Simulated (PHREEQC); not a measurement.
Model water analysis in mmol/kgw, 25 °C, pH 2.1, pe 12.1:

| constituent | mmol/kgw |
|---|---|
| Na | 1.64 |
| K | 5.18 |
| Ca | 12.6 |
| Mg | 1.51 |
| Cl | 1.02 |
| S(6) | 25.4 |
| Cu(2) | 0.283 |
| Al | 0.0136 |
| Si | 0.00682 |

Valence states are taken as typed.

Equilibrium calculation in PHREEQC: ion-association model, phreeqc.dat.

No solid was allowed to form.

Problem. Estimate the ionic strength, density.

Solution. ionic strength 0.0587 mol/kgw; density 1.000 g/cm³.

Problem. In which forms is Cu present?

Solution. Cu+2 63 %, CuSO4 37 % of the Cu.
